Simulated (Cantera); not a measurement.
**Hydrocarbon pyrolysis for carbon deposition**

An isothermal, constant-pressure homogeneous reactor starts with 2.70 % C₂H₄, 97.3 % H₂, at 1425 K and 100000 Pa.

Detailed kinetics in Cantera: GRI-Mech 3.0 (53 species, 325 reactions). GRI-Mech 3.0 was tuned for natural gas; its chemistry of ethylene as a main component is partial and can be far from experiment. GRI-Mech 3.0 stops at C3 and has no aromatics, soot or wall deposition, so with more carbon than oxygen in the feed, carbon stays in small species such as C2H2 where larger ones or solid carbon would form.

```
t (s)       x C₂H₄   x H₂    x C₂H₂     x CH₄      x H     x CH₂     x C₂H
--------  --------  -----  --------  --------  -------  --------  --------
8.00e-6     0.0270  0.973   7.42e-7    <1e-12  2.77e-9    <1e-12    <1e-12
3.33e-5     0.0270  0.973   3.10e-6  2.11e-11  1.18e-8    <1e-12    <1e-12
0.000139    0.0270  0.973   1.30e-5   1.45e-9  5.04e-8    <1e-12    <1e-12
0.000577    0.0270  0.973   5.74e-5   1.13e-7  2.98e-7    <1e-12    <1e-12
0.00240     0.0260  0.973  0.000794   6.59e-5  2.06e-5  3.88e-11  1.94e-11
0.00999     0.0140  0.971    0.0107   0.00372  3.81e-5  1.32e-10  4.84e-10
0.0416     0.00800  0.969    0.0141   0.00915  2.68e-5  1.21e-10  4.51e-10
0.173      0.00614  0.963    0.0110    0.0195  1.84e-5  1.13e-10  2.43e-10
0.721      0.00329  0.955   0.00590    0.0363  1.10e-5  7.37e-11  7.83e-11
3.00      0.000877  0.947   0.00154    0.0505  7.16e-6  4.35e-11  1.35e-11
```
x: mole fraction; the columns are a selection and need not sum to one.

Equilibrium at this temperature and pressure: C₂H₄ 0.000491, H₂ 0.946, C₂H₂ 0.000835, CH₄ 0.0528, H 6.68e-6, CH₂ 3.95e-11, C₂H 6.80e-12 (gas phase only).
